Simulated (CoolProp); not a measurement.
Ethanol at 578.12 K and 0.241 MPa is throttled through a valve to 0.0671 MPa with no heat exchange. Each further row changes one setting.

Model: reference Helmholtz-energy equation of state, Schroeder 2014, in CoolProp.

| case | temperature change (K) | final density (kg/m³) |
|---|---|---|
| as stated | -1.0 | 0.645 |
| outlet pressure 0.0201 MPa | -1.3 | 0.193 |
| outlet pressure 0.0872 MPa | -0.9 | 0.839 |
